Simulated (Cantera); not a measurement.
## Catalytic combustion on Pt

An isothermal plug-flow reactor at 1323 K and 100000 Pa (inlet), inlet velocity 2.6 m/s, active area per volume 120 1/m; feed CH4 : O2 : N2 : H2O = 0.0023 : 0.085 : 0.79 : 0.0053 (molar parts), equivalence ratio 0.054.

Model: Deutschmann's 1995 Pt surface mechanism with GRI-Mech 3.0 gas chemistry, integrated in Cantera. Catalytic surfaces can have several steady states; this one follows from the mechanism file's or the stated starting coverage. Mass transfer to the wall is taken as infinitely fast.

```json
[
 {"z (m)": "0.00014", "x CH4": "0.00259", "x O2": "0.0963", "x H2O": "0.00603", "x CO2": "1.15e-5", "x CO": "2.72e-6", "θ free Pt": "0.552", "θ O*": "0.447"},
 {"z (m)": "0.00027", "x CH4": "0.00257", "x O2": "0.0963", "x H2O": "0.00606", "x CO2": "2.33e-5", "x CO": "4.09e-6", "θ free Pt": "0.553", "θ O*": "0.447"},
 {"z (m)": "0.00051", "x CH4": "0.00254", "x O2": "0.0962", "x H2O": "0.00611", "x CO2": "4.64e-5", "x CO": "5.22e-6", "θ free Pt": "0.553", "θ O*": "0.447"},
 {"z (m)": "0.00099", "x CH4": "0.00248", "x O2": "0.0961", "x H2O": "0.00622", "x CO2": "9.37e-5", "x CO": "5.78e-6", "θ free Pt": "0.553", "θ O*": "0.447"},
 {"z (m)": "0.0019", "x CH4": "0.00237", "x O2": "0.0959", "x H2O": "0.00641", "x CO2": "0.000183", "x CO": "6.18e-6", "θ free Pt": "0.553", "θ O*": "0.447"},
 {"z (m)": "0.0037", "x CH4": "0.00213", "x O2": "0.0955", "x H2O": "0.00681", "x CO2": "0.000357", "x CO": "7.39e-6", "θ free Pt": "0.553", "θ O*": "0.446"},
 {"z (m)": "0.0071", "x CH4": "0.00166", "x O2": "0.0947", "x H2O": "0.00760", "x CO2": "0.000699", "x CO": "1.24e-5", "θ free Pt": "0.553", "θ O*": "0.446"},
 {"z (m)": "0.014", "x CH4": "0.000886", "x O2": "0.0932", "x H2O": "0.00913", "x CO2": "0.00143", "x CO": "1.37e-5", "θ free Pt": "0.554", "θ O*": "0.445"}
]
```
x: gas mole fraction; θ: surface coverage.
